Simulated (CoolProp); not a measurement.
Saturation properties of fluorine (Tc = 144.4 K, pc = 5.240 MPa, ω = 0.045).

Values from CoolProp's reference Helmholtz-energy equation of state, de Reuck 1990.

| T (K) | p (MPa) | liquid density (kg/m³) | vapour density (kg/m³) | enthalpy of vaporisation (kJ/kg) | surface tension (mN/m) |
|---|---|---|---|---|---|
| 98.4 | 0.3748 | 1403 | 18.99 | (withheld) | 9.88 |
| 102.1 | 0.5048 | 1373 | 25.15 | 155.8 | 8.92 |
| 105.7 | 0.6605 | 1343 | 32.50 | 151.0 | 8.00 |
| 109.4 | 0.8542 | 1311 | 41.68 | (withheld) | 7.08 |
| 113.1 | (withheld) | (withheld) | (withheld) | 140.0 | 6.18 |
| 116.8 | 1.360 | 1241 | 66.25 | 133.7 | 5.30 |
| 120.5 | 1.680 | 1202 | 82.56 | 126.7 | 4.45 |
| 124.2 | 2.051 | 1160 | 102.5 | 118.9 | 3.63 |
| 127.9 | 2.478 | 1114 | 127.0 | (withheld) | 2.84 |
| 131.6 | 2.966 | 1061 | (withheld) | (withheld) | 2.08 |
| 135.3 | 3.522 | 998.1 | 199.0 | 86.98 | 1.37 |

Problem. What belongs in the gaps?

Solution. 
- 98.4, enthalpy of vaporisation (kJ/kg): 160.3
- 109.4, enthalpy of vaporisation (kJ/kg): 145.7
- 113.1, p (MPa): 1.086
- 113.1, liquid density (kg/m³): 1277
- 113.1, vapour density (kg/m³): 52.80
- 127.9, enthalpy of vaporisation (kJ/kg): 110.0
- 131.6, vapour density (kg/m³): 158.1
- 131.6, enthalpy of vaporisation (kJ/kg): 99.63

It boils at 85.0 K under 1 atm.

Surface tension comes from a separate correlation (Mulero 2012).
